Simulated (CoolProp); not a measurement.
R125 along the isotherm 46.35 °C: fugacity coefficient from the reference equation and from simpler models built on Tc = 66.0 °C, pc = 36.18 bar, ω = 0.305; each cubic takes its own stable root.

Model: reference Helmholtz-energy equation of state, Lemmon 2005, in CoolProp.

```tsv
p (bar)	phase	reference
2.01	gas	0.9766
4.02	gas	0.9533
6.03	gas	0.9302
8.04	gas	0.9070
10.1	gas	0.8834
12.1	gas	0.8605
14.1	gas	0.8375
16.1	gas	0.8145
18.1	gas	0.7913
```

**Question.** How far does each simpler model (van der Waals, Soave-Redlich-Kwong, Peng-Robinson) lie from the reference over these 9 states: mean and median of the absolute difference, and the worst?

**Answer.** 
- van der Waals: mean 2.5 %, median 2.4 %, worst +4.8 % at 46.35 °C and 18.1 bar
- Soave-Redlich-Kwong: mean 0.3 %, median 0.2 %, worst +0.6 % at 46.35 °C and 18.1 bar
- Peng-Robinson: mean 0.9 %, median 0.9 %, worst -1.4 % at 46.35 °C and 18.1 bar
